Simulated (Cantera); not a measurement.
## Equilibrium for silicon oxide and oxynitride deposition: SiH₂Cl₂ + N₂O + N₂

Charge: 1 mol SiH₂Cl₂, 0.39 mol N₂O, 1.7 mol N₂, held at 18000 Pa.

Method: chemical equilibrium by Gibbs-energy minimisation in Cantera with the NASA 1993 tables (ideal gas, pure condensed phases). Candidate condensed phases: H₂O, NH₄Cl, Si, SiO₂, Si₂N₂O, Si₃N₄; 47 gas species. The tables' values for SiCl₃, SiCl, SiN are old estimates; treat these amounts as uncertain. Gases not in the tables: Si₂H₆ and higher silanes. Rates play no part.

```tsv
T (°C)	x N₂	x HCl	x H₂	x SiCl₂	x SiO	x SiCl₄	x SiCl₃	n Si₂N₂O(s)
400	0.489	0.322	0.126	<1e-12	<1e-12	0.0632	6.83e-10	0.390
550	0.489	0.322	0.126	6.62e-11	<1e-12	0.0632	2.16e-7	0.390
700	0.489	0.322	0.126	5.73e-8	<1e-12	0.0631	1.12e-5	0.390
850	0.488	0.322	0.126	7.74e-6	<1e-12	0.0626	0.000197	0.390
1000	0.488	0.325	0.124	0.000303	1.39e-10	0.0603	0.00167	0.390
1150	0.485	0.336	0.116	0.00410	5.22e-8	0.0501	0.00720	0.390
1300	0.476	0.364	0.0976	0.0177	1.47e-5	0.0289	0.0140	0.390
1450	0.468	0.384	0.0817	0.0361	0.00248	0.0114	0.0148	0.381
1600	0.466	0.282	0.107	0.0849	0.0442	0.00221	0.0115	0.212
1750	0.467	0.168	0.139	0.130	0.0871	0.000237	0.00527	0
1900	0.465	0.169	0.136	0.130	0.0868	7.66e-5	0.00333	0
```
x: gas mole fraction; n: condensed amount in mol.

From 400 °C to 1600 °C the condensed part is Si₂N₂O(s). From 1750 °C to 1900 °C nothing is condensed. The main Si-bearing gas is SiCl₄ at 400 °C and SiCl₂ at 1900 °C.
